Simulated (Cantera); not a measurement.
Feed: 1 mol borazine, a varied amount of H₂, 0.18 mol H₂O, held at 0.100 bar.

Method: chemical equilibrium by Gibbs-energy minimisation in Cantera with the NASA 1993 tables (ideal gas, pure condensed phases). Candidate condensed phases: B, BN, B₂O₃, B₃O₃H₃, H₂O; 39 gas species. The feed counts by its element totals alone. Mutual solubility and eutectic melting of coexisting phases are not modelled. Rates play no part.

What condenses at these points (T in °C, n(H₂) in mol): (1852, 72); (1802, 11); (1952, 60); (1927, 97); (1702, 97); (1927, 11)?


```json
[
 {"T (°C)": "1852", "n(H₂) in mol": "72", "condensed phases": "B + BN", "B condensed (%)": "91.6"},
 {"T (°C)": "1802", "n(H₂) in mol": "11", "condensed phases": "BN", "B condensed (%)": "93.8"},
 {"T (°C)": "1952", "n(H₂) in mol": "60", "condensed phases": "B", "B condensed (%)": "90.7"},
 {"T (°C)": "1927", "n(H₂) in mol": "97", "condensed phases": "B", "B condensed (%)": "89.4"},
 {"T (°C)": "1702", "n(H₂) in mol": "97", "condensed phases": "BN", "B condensed (%)": "92.8"},
 {"T (°C)": "1927", "n(H₂) in mol": "11", "condensed phases": "B + BN", "B condensed (%)": "93.3"}
]
```
